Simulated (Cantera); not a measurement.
Feed: 1 mol Si3N4, 0.17 mol C, 2.8 mol N2, held at 1 atm.

Equilibrium computed with Cantera from the NASA thermochemical tables; the gas is ideal and each condensed phase is pure. Candidate condensed phases: C, Si, SiC, Si3N4; 32 gas species. Ions and electrons are included (thermal ionisation). The tables' values for SiN are old estimates; treat these amounts as uncertain. Rates play no part.

x: gas mole fraction; n: condensed amount in mol.

```json
[
 {"T (°C)": "2727", "x N2": "0.856", "x Si": "0.105", "x N": "1.28e-5", "x Si2C": "0.0175", "x Si2": "0.00511", "x C": "1.30e-5", "x CN": "0.000779", "x SiN": "0.00527", "n Si(l)": "2.05"},
 {"T (°C)": "2977", "x N2": "0.637", "x Si": "0.308", "x N": "4.90e-5", "x Si2C": "0.0156", "x Si2": "0.0167", "x C": "3.90e-5", "x CN": "0.000845", "x SiN": "0.0105", "n Si(l)": "0"},
 {"T (°C)": "3227", "x N2": "0.622", "x Si": "0.340", "x N": "[?]", "x Si2C": "[?]", "x Si2": "[?]", "x C": "[?]", "x CN": "[?]", "x SiN": "0.00942", "n Si(l)": "0"},
 {"T (°C)": "3477", "x N2": "0.613", "x Si": "0.357", "x N": "[?]", "x Si2C": "[?]", "x Si2": "[?]", "x C": "[?]", "x CN": "[?]", "x SiN": "0.00825", "n Si(l)": "0"},
 {"T (°C)": "3727", "x N2": "0.605", "x Si": "0.365", "x N": "0.00137", "x Si2C": "0.000904", "x Si2": "0.00263", "x C": "0.00312", "x CN": "0.00940", "x SiN": "0.00722", "n Si(l)": "0"},
 {"T (°C)": "3977", "x N2": "0.600", "x Si": "0.369", "x N": "0.00322", "x Si2C": "0.000259", "x Si2": "0.00153", "x C": "0.00602", "x CN": "0.0110", "x SiN": "0.00638", "n Si(l)": "0"},
 {"T (°C)": "4227", "x N2": "0.595", "x Si": "0.370", "x N": "0.00690", "x Si2C": "6.98e-5", "x Si2": "0.000935", "x C": "0.00890", "x CN": "0.0105", "x SiN": "0.00567", "n Si(l)": "0"},
 {"T (°C)": "4477", "x N2": "0.589", "x Si": "0.369", "x N": "0.0136", "x Si2C": "1.92e-5", "x Si2": "0.000595", "x C": "0.0113", "x CN": "0.00900", "x SiN": "0.00509", "n Si(l)": "0"},
 {"T (°C)": "4727", "x N2": "0.580", "x Si": "0.367", "x N": "0.0251", "x Si2C": "5.62e-6", "x Si2": "0.000391", "x C": "0.0132", "x CN": "0.00737", "x SiN": "0.00457", "n Si(l)": "0"}
]
```

### Question
Complete the blanks.

### Answer

- 3477, x N: 0.000522
- 3477, x Si2C: 0.00278
- 3477, x Si2: 0.00475
- 3477, x C: 0.00113
- 3477, x CN: 0.00599
- 3227, x N: 0.000174
- 3227, x Si2C: 0.00742
- 3227, x Si2: 0.00891
- 3227, x C: 0.000272
- 3227, x CN: 0.00276
